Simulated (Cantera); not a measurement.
Input: 1 mol Ca(OH)2, 1.3 mol H2O, held at 1 atm.

Cantera equilibrium calculation (NASA polynomials, part measured and part estimated; ideal gas, pure solids and liquids). Candidate condensed phases: Ca, CaO, Ca(OH)2, H2O; 14 gas species. Equilibrium is a limit: real reactors are often held back by kinetics, nucleation or transport.

x: gas mole fraction; n: condensed amount in mol.

```json
[
 {"T (K)": "1100", "x H2O": "1.000", "x H2": "1.52e-6", "x O2": "7.38e-7", "x OH": "9.28e-8", "x H": "3.17e-11", "x Ca(OH)2": "2.47e-10", "x O": "2.13e-12", "n CaO(s)": "1.00"},
 {"T (K)": "1175", "x H2O": "1.000", "x H2": "4.86e-6", "x O2": "2.33e-6", "x OH": "3.85e-7", "x H": "2.68e-10", "x Ca(OH)2": "1.56e-9", "x O": "2.22e-11", "n CaO(s)": "1.00"},
 {"T (K)": "1250", "x H2O": "1.000", "x H2": "(withheld)", "x O2": "(withheld)", "x OH": "(withheld)", "x H": "(withheld)", "x Ca(OH)2": "(withheld)", "x O": "(withheld)", "n CaO(s)": "1.00"},
 {"T (K)": "1325", "x H2O": "1.000", "x H2": "(withheld)", "x O2": "(withheld)", "x OH": "(withheld)", "x H": "(withheld)", "x Ca(OH)2": "(withheld)", "x O": "(withheld)", "n CaO(s)": "1.00"},
 {"T (K)": "1400", "x H2O": "1.000", "x H2": "7.57e-5", "x O2": "3.51e-5", "x OH": "1.10e-5", "x H": "4.21e-8", "x Ca(OH)2": "1.21e-7", "x O": "5.57e-9", "n CaO(s)": "1.00"},
 {"T (K)": "1475", "x H2O": "1.000", "x H2": "0.000158", "x O2": "7.21e-5", "x OH": "2.69e-5", "x H": "1.62e-7", "x Ca(OH)2": "3.80e-7", "x O": "2.42e-8", "n CaO(s)": "1.000"},
 {"T (K)": "1550", "x H2O": "0.999", "x H2": "0.000306", "x O2": "0.000138", "x OH": "6.01e-5", "x H": "5.47e-7", "x Ca(OH)2": "1.07e-6", "x O": "9.13e-8", "n CaO(s)": "1.000"},
 {"T (K)": "1625", "x H2O": "0.999", "x H2": "0.000558", "x O2": "0.000248", "x OH": "0.000125", "x H": "1.66e-6", "x Ca(OH)2": "2.74e-6", "x O": "3.05e-7", "n CaO(s)": "1.000"},
 {"T (K)": "1700", "x H2O": "0.998", "x H2": "0.000968", "x O2": "0.000424", "x OH": "0.000243", "x H": "4.55e-6", "x Ca(OH)2": "6.44e-6", "x O": "9.14e-7", "n CaO(s)": "1.000"},
 {"T (K)": "1775", "x H2O": "0.997", "x H2": "0.00160", "x O2": "0.000691", "x OH": "0.000446", "x H": "1.15e-5", "x Ca(OH)2": "1.40e-5", "x O": "2.50e-6", "n CaO(s)": "1.000"},
 {"T (K)": "1850", "x H2O": "0.996", "x H2": "0.00255", "x O2": "0.00108", "x OH": "0.000780", "x H": "2.70e-5", "x Ca(OH)2": "2.87e-5", "x O": "6.30e-6", "n CaO(s)": "1.000"},
 {"T (K)": "1925", "x H2O": "0.993", "x H2": "0.00391", "x O2": "0.00163", "x OH": "0.00130", "x H": "5.94e-5", "x Ca(OH)2": "5.52e-5", "x O": "1.48e-5", "n CaO(s)": "1.000"},
 {"T (K)": "2000", "x H2O": "0.989", "x H2": "0.00580", "x O2": "0.00239", "x OH": "0.00210", "x H": "0.000123", "x Ca(OH)2": "0.000101", "x O": "3.25e-5", "n CaO(s)": "1.000"},
 {"T (K)": "2075", "x H2O": "0.985", "x H2": "0.00836", "x O2": "0.00340", "x OH": "0.00325", "x H": "0.000242", "x Ca(OH)2": "0.000176", "x O": "6.75e-5", "n CaO(s)": "1.000"}
]
```

Question: Complete the blanks.

Answer: 
- 1250, x H2: 1.35e-5
- 1250, x O2: 6.42e-6
- 1250, x OH: 1.35e-6
- 1250, x H: 1.77e-9
- 1250, x Ca(OH)2: 7.94e-9
- 1250, x O: 1.74e-10
- 1325, x H2: 3.36e-5
- 1325, x O2: 1.58e-5
- 1325, x OH: 4.09e-6
- 1325, x H: 9.41e-9
- 1325, x Ca(OH)2: 3.34e-8
- 1325, x O: 1.09e-9
